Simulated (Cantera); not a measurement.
Mixture: 4.42 % CH₄, 20.1 % O₂, 75.5 % N₂, equivalence ratio 0.44, at 1000000 Pa, adiabatic and at constant volume. Ignition delay is the time to a rise of 400 K.

Detailed kinetics in Cantera: GRI-Mech 3.0 (53 species, 325 reactions).

Predict: delay at 1000 K; delay at 1100 K; delay at 1200 K; delay at 1300 K; delay at 1400 K; apparent activation energy between 1350 and 1450 K.


| Quantity | Result |
|---|---|
| delay at 1000 K | 67.2 ms |
| delay at 1100 K | 12.8 ms |
| delay at 1200 K | 3.27 ms |
| delay at 1300 K | 0.997 ms |
| delay at 1400 K | 0.346 ms |
| apparent activation energy between 1350 and 1450 K | 160 kJ/mol |
